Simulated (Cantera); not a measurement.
A freely propagating, adiabatic, planar premixed flame of H₂ : O₂ : N₂ = 1 : 0.294 : 1.11 (molar parts), equivalence ratio 1.7, unburnt at 700 K and 1.20 bar; mixture-averaged transport, grid criteria slope 0.08 and curve 0.16, no radiation.

Cantera simulation using the H2/O2 subset of GRI-Mech 3.0, which has no nitrogen chemistry; the numbers are that mechanism's predictions, not measurements. Burning velocities carry a grid error of a few per cent, more on coarse grids.

```csv
quantity,before,after
laminar burning velocity,1210 cm/s,527 cm/s
thermal thickness,0.381 mm,0.304 mm
peak x(O),0.00661,0.00469
peak x(HO₂),0.000233,0.000464
peak x(H),0.0992,0.0788
```

**Question.** Name the change that produced these shifts.
(A) inlet temperature 700 to 300 K
(B) inlet temperature 700 to 425 K
(C) O2 0.294 to 0.23 parts
(D) inlet temperature 700 to 500 K

**Answer.** B, inlet temperature 700 to 425 K
